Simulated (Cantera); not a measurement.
Input: 1 mol CsCl, 0.022 mol HCl, 0.27 mol H₂, held at 12.0 Pa.

Method: chemical equilibrium by Gibbs-energy minimisation in Cantera with the NASA 1993 tables (ideal gas, pure condensed phases). Candidate condensed phases: Cs, CsCl; 9 gas species. Rates play no part.

log p: log10 of the partial pressure in bar; nothing condenses.

| T (K) | log p CsCl | log p H₂ | log p HCl | log p Cs | log p H | log p Cs₂Cl₂ |
|---|---|---|---|---|---|---|
| 1300 | -4.03 | -4.60 | -5.68 | ___ | -8.26 | -7.30 |
| 1350 | -4.03 | -4.60 | -5.68 | ___ | -7.92 | -7.56 |
| 1400 | -4.03 | -4.60 | -5.67 | ___ | -7.61 | -7.80 |
| 1450 | -4.03 | -4.60 | -5.65 | ___ | -7.33 | -8.02 |
| 1500 | -4.03 | -4.61 | -5.62 | ___ | -7.06 | -8.23 |
| 1550 | -4.04 | -4.61 | -5.59 | ___ | -6.81 | -8.42 |
| 1600 | -4.04 | -4.61 | -5.54 | ___ | -6.57 | -8.61 |

**Question.** What belongs in the gaps?

**Answer.** 
- 1300, log p Cs: -7.58
- 1350, log p Cs: -7.26
- 1400, log p Cs: -6.96
- 1450, log p Cs: -6.69
- 1500, log p Cs: -6.45
- 1550, log p Cs: -6.24
- 1600, log p Cs: -6.06
